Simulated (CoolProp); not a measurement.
Oxygen along the isotherm -95.55 °C: Z from the reference equation and from simpler models built on Tc = -118.6 °C, pc = 5.046 MPa, ω = 0.022; each cubic takes its own stable root.

Model: reference Helmholtz-energy equation of state, Schmidt 1985, in CoolProp.

```csv
p (MPa),phase,reference,Redlich-Kwong,Soave-Redlich-Kwong,Peng-Robinson
5.61,supercritical,0.7126,0.7110,0.7147,0.6848
11.2,supercritical,___,0.4982,0.5042,0.4673
16.8,supercritical,0.5342,0.5660,0.5696,___
22.4,supercritical,___,0.6676,0.6706,0.6095
28,supercritical,0.7558,0.7730,0.7757,0.7032
33.6,supercritical,0.8674,0.8780,0.8805,0.7971
39.2,supercritical,0.9773,0.9819,0.9842,0.8903
44.9,supercritical,1.087,___,1.088,0.9840
50.5,supercritical,1.194,1.187,1.190,1.075
```

Q: What belongs in the gaps?

A: 
- 11.2, reference: 0.4630
- 16.8, Peng-Robinson: 0.5205
- 22.4, reference: 0.6433
- 44.9, Redlich-Kwong: 1.086
